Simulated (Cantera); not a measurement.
Cantera run:

```python
import numpy as np
import cantera as ct

gas_names = """
    AL ALI ALI3 ALN ALO ALO2 AL2 AL2I6 AL2O AL2O2 I I2 N NO NO2 NO3 N2 N2O O O2 O3
""".split()
cond_names = """
    AL(cr) AL(L) ALI3(s) ALI3(L) ALN(s) AL2O3(a) AL2O3(L) I2(cr) I2(L)
""".split()


# ... load() reads the species with a 1 bar reference pressure and builds the phases ...
atoms = {
    'AlI3': {'AL': 1, 'I': 3},
    'N2O': {'N': 2, 'O': 1},
    'N2': {'N': 2},
}
top_T = {'ALN(s)': 2750}  # K; cautious upper limits of use, not melting points


# ... equilibrate(T, P, feed) seeds the gas with the atoms and calls Mixture.equilibrate('TP', solver="vcs", rtol=1e-11, max_steps=5000) ...
results = []
feed = {'AlI3': 1, 'N2O': 2, 'N2': 44}  # mol
P = 100000  # Pa
for T in [823, 973, 1123, 1273, 1423, 1573, 1723, 1873, 2023, 2173]:
    mix = equilibrate(T, P, feed)
    results.append((T, P, feed, dict(zip(mix.species_names, mix.species_moles))))

top = {s: max(r[3][s] / sum(r[3][g] for g in gas_names) for r in results) for s in gas_names}
cols = sorted((s for s in top if top[s] > 0.001), key=lambda s: -top[s])[:5]
seen = [c for c in cond_names if any(r[3].get(c, 0) > 1e-12 for r in results)]
print("log10 of partial pressures in bar; condensed amounts in mol")
print(f"{'T/K':>10s}" + "".join(f"{s[:9]:>10s}" for s in cols + seen))
for T, P, feed, n in results:
    ng = sum(n[g] for g in gas_names)
    print(f"{T:10.4g}" + "".join(f"{np.log10(max(n[s] / ng * P / 1e5, 1e-99)):10.3f}" for s in cols)
          + "".join(f"{n.get(c, 0):10.4g}" for c in seen))
```

Output:

```
log10 of partial pressures in bar; condensed amounts in mol
       T/K        N2         I        I2        O2        NO  AL2O3(a)
       823    -0.017    -2.874    -1.513    -2.281    -6.290       0.5
       973    -0.018    -2.146    -1.557    -2.283    -5.397       0.5
      1123    -0.021    -1.662    -1.695    -2.287    -4.745       0.5
      1273    -0.025    -1.386    -1.990    -2.292    -4.249       0.5
      1423    -0.028    -1.270    -2.428    -2.299    -3.858       0.5
      1573    -0.029    -1.233    -2.898    -2.306    -3.542       0.5
      1723    -0.030    -1.222    -3.325    -2.317    -3.283       0.5
      1873    -0.030    -1.218    -3.697    -2.333    -3.069       0.5
      2023    -0.030    -1.217    -4.017    -2.356    -2.891       0.5
      2173    -0.030    -1.216    -4.296    -2.387    -2.744       0.5
```

These are equilibrium values from Cantera (NASA tables, ideal gas, pure condensed phases), not measurements of a reactor.
